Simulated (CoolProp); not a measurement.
A closed Brayton cycle with carbon dioxide: compressor inlet 322.15 K and 8.7 MPa, high pressure 25.3 MPa, turbine inlet 660 K, compressor efficiency 0.89, turbine efficiency 0.85, recuperator effectiveness 0.9 (on enthalpy, no pinch check). Each further row changes one setting.

Model: reference Helmholtz-energy equation of state, Span 1996, in CoolProp.

```csv
case,thermal efficiency (%),net work (kJ/kg),compressor to turbine work,compressor exit (K),turbine exit (K)
as stated,25.1,51.5,0.49,403.7,552.4
turbine inlet 610 K,21.8,41.3,0.54,403.7,506.0
compressor inlet 332.15 K,22.8,43.6,0.56,423.0,552.4
high pressure 21.5 MPa,24.9,47.0,0.46,391.1,568.5
recuperator effectiveness 0.5,18.7,51.5,0.49,403.7,552.4
```
